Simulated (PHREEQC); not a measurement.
Consider water at 25 °C with 0.0013 mol/kgw Pb(NO3)2, 0.091 mol/kgw KBr and 0.23 mol/kgw Na2SO4. Closed to the air; pH follows from the charge balance.

Model: ion-association model, wateq4f.dat, run in PHREEQC.

Each row changes one thing in this solution. This is a speciation only: nothing precipitates in the calculation.

```json
[
 {"case": "as made", "pH": "6.35", "ionic strength (mol/kgw)": "0.632", "K+ (mol/kgw)": "0.0766", "PbBr+ (mol/kgw)": "0.000225", "Pb+2 (mol/kgw)": "0.000138", "PbBr2 (mol/kgw)": "4.55e-6", "SI of Pb(OH)2 (Pb(OH)2)": "+0.16", "SI of Litharge (PbO)": "-4.40"},
 {"case": "diluted 100-fold with water", "pH": "6.50", "ionic strength (mol/kgw)": "0.00774", "K+ (mol/kgw)": "(withheld)", "PbBr+ (mol/kgw)": "2.83e-7", "Pb+2 (mol/kgw)": "7.65e-6", "PbBr2 (mol/kgw)": "1.00e-10", "SI of Pb(OH)2 (Pb(OH)2)": "(withheld)", "SI of Litharge (PbO)": "-4.99"},
 {"case": "Pb(NO3)2 from 0.0013 to 0.00117 mol/kgw", "pH": "6.37", "ionic strength (mol/kgw)": "0.632", "K+ (mol/kgw)": "0.0766", "PbBr+ (mol/kgw)": "0.000202", "Pb+2 (mol/kgw)": "0.000124", "PbBr2 (mol/kgw)": "4.10e-6", "SI of Pb(OH)2 (Pb(OH)2)": "+0.16", "SI of Litharge (PbO)": "-4.40"},
 {"case": "temperature from 25 to 60 °C", "pH": "6.46", "ionic strength (mol/kgw)": "0.615", "K+ (mol/kgw)": "0.0711", "PbBr+ (mol/kgw)": "0.000365", "Pb+2 (mol/kgw)": "0.000148", "PbBr2 (mol/kgw)": "4.25e-6", "SI of Pb(OH)2 (Pb(OH)2)": "(withheld)", "SI of Litharge (PbO)": "-2.94"},
 {"case": "Na2SO4 left out", "pH": "(withheld)", "ionic strength (mol/kgw)": "0.0931", "K+ (mol/kgw)": "0.0910", "PbBr+ (mol/kgw)": "0.000849", "Pb+2 (mol/kgw)": "0.000421", "PbBr2 (mol/kgw)": "2.16e-5", "SI of Pb(OH)2 (Pb(OH)2)": "-0.48", "SI of Litharge (PbO)": "(withheld)"}
]
```

Q: Complete the blanks.

A: 
- diluted 100-fold with water, K+ (mol/kgw): 0.000900
- diluted 100-fold with water, SI of Pb(OH)2 (Pb(OH)2): -0.42
- temperature from 25 to 60 °C, SI of Pb(OH)2 (Pb(OH)2): +1.44
- Na2SO4 left out, pH: 5.74
- Na2SO4 left out, SI of Litharge (PbO): -5.05

Species that the database lacks are ignored. Some of these states are supersaturated (in Larnakite, Anglesite, Pb(OH)2, for instance). At this temperature some constants are extrapolated from 25 °C, and those without enthalpy data are left unchanged.
